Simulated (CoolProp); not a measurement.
The fluid at 363.83 K and 0.478 MPa (liquid) is heated at constant pressure to 488.2 K. The same conditions are run with several fluids, on thermodynamics alone (safety and materials aside).

The numbers come from the reference Helmholtz-energy equation of state of each fluid (toluene: Lemmon 2006; n-nonane: Lemmon 2006; tetradecamethylhexasiloxane (MD4M): Thol 2019; p-xylene: Zhou 2012; ethanol: Schroeder 2014) in CoolProp.

**Question.** Rank toluene, n-nonane, tetradecamethylhexasiloxane (MD4M), p-xylene, ethanol by heat (kJ/kg), highest first.

**Answer.** ethanol (1060), toluene (563), p-xylene (555), n-nonane (341), tetradecamethylhexasiloxane (MD4M) (247)

```
fluid                               final phase  final density (kg/m³)
----------------------------------  -----------  ---------------------
toluene                                     gas                   11.9
n-nonane                                 liquid                    544
tetradecamethylhexasiloxane (MD4M)       liquid                    695
p-xylene                                    gas                   14.3
ethanol                                     gas                   5.59
```
